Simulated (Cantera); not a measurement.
Standard-state values (1 bar) from the NASA 1993 polynomials, evaluated with Cantera. Values are per mole of reaction as written; species without (g) are pure solids or liquids, kept so even where they would boil at 1 bar.

3 Ti + 5 O(g) → Ti₃O₅

```json
[
 {"T (K)": "1723", "ΔH° (kJ)": "___", "ΔS° (J/K)": "___", "ΔG° (kJ)": "___", "log10 K": "___", "condensed phases": "Ti(β), Ti₃O₅(s)"},
 {"T (K)": "1873", "ΔH° (kJ)": "-3682.7", "ΔS° (J/K)": "-738.8", "ΔG° (kJ)": "-2298.9", "log10 K": "64.11", "condensed phases": "Ti(β), Ti₃O₅(s)"},
 {"T (K)": "2023", "ΔH° (kJ)": "___", "ΔS° (J/K)": "___", "ΔG° (kJ)": "___", "log10 K": "___", "condensed phases": "Ti(l), Ti₃O₅(s)"},
 {"T (K)": "2173", "ΔH° (kJ)": "-3548.2", "ΔS° (J/K)": "-674.4", "ΔG° (kJ)": "-2082.9", "log10 K": "50.07", "condensed phases": "Ti(l), Ti₃O₅(l)"},
 {"T (K)": "2323", "ΔH° (kJ)": "-3544.8", "ΔS° (J/K)": "-672.8", "ΔG° (kJ)": "-1981.8", "log10 K": "44.56", "condensed phases": "Ti(l), Ti₃O₅(l)"},
 {"T (K)": "2473", "ΔH° (kJ)": "-3541.3", "ΔS° (J/K)": "-671.3", "ΔG° (kJ)": "-1881.0", "log10 K": "39.73", "condensed phases": "Ti(l), Ti₃O₅(l)"},
 {"T (K)": "2623", "ΔH° (kJ)": "___", "ΔS° (J/K)": "___", "ΔG° (kJ)": "___", "log10 K": "___", "condensed phases": "Ti(l), Ti₃O₅(l)"},
 {"T (K)": "2773", "ΔH° (kJ)": "___", "ΔS° (J/K)": "___", "ΔG° (kJ)": "___", "log10 K": "___", "condensed phases": "Ti(l), Ti₃O₅(l)"}
]
```

Q: Some entries are withheld; supply them.

A: 
- 1723, ΔH° (kJ): -3687.4
- 1723, ΔS° (J/K): -741.5
- 1723, ΔG° (kJ): -2409.9
- 1723, log10 K: 73.06
- 2023, ΔH° (kJ): -3723.1
- 2023, ΔS° (J/K): -759.6
- 2023, ΔG° (kJ): -2186.4
- 2023, log10 K: 56.45
- 2623, ΔH° (kJ): -3537.8
- 2623, ΔS° (J/K): -670.0
- 2623, ΔG° (kJ): -1780.4
- 2623, log10 K: 35.46
- 2773, ΔH° (kJ): -3534.4
- 2773, ΔS° (J/K): -668.7
- 2773, ΔG° (kJ): -1680.0
- 2773, log10 K: 31.65
